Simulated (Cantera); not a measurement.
A closed system holds: 1 mol Zr, 0.016 mol H₂O, 120 mol H₂, at 1873.15 K and 1 atm.

Method: chemical equilibrium by Gibbs-energy minimisation in Cantera with the NASA 1993 tables (ideal gas, pure condensed phases). Mutual solubility and eutectic melting of coexisting phases are not modelled. Condensed phases not in the tables: N, O or C dissolved in the metal. Rates play no part.

```csv
species,before,after
H₂,0.999,0.984
H,0.000642,0.0157
ZrO,4.19e-9,2.16e-5
H₂O,3.29e-7,2.03e-5
"Zr(β), mol",0.992,0
"ZrO₂(tetragonal), mol",0.00798,0.00545
"Zr(l), mol",0,0.992
```
Gas species are given as mole fractions.

Problem. Which change was made?
(A) temperature from 1873.15 K to 2400 K
(B) temperature from 1873.15 K to 2025 K
(C) temperature from 1873.15 K to 2650 K
(D) temperature from 1873.15 K to 2698 K

Solution. A, temperature from 1873.15 K to 2400 K
